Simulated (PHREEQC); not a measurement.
# Leach liquor

Consider water at 90 °C with 0.19 mol H2SO4, 0.029 mol Li2SO4 and 0.28 mol MnSO4 per kg of water. Closed to the air; pH follows from the charge balance.

All values are PHREEQC results (ion-association model, wateq4f.dat), not measurements.

This is a speciation only: nothing precipitates in the calculation.

Task: Predict the pH, activity of water.

Result: pH 1.37; activity of water 0.987.

Task: In which forms is S present?

Result: HSO4- 65 %, MnSO4 23 %, SO4-2 12 % of the S.

At this temperature some constants are extrapolated from 25 °C, and those without enthalpy data are left unchanged.
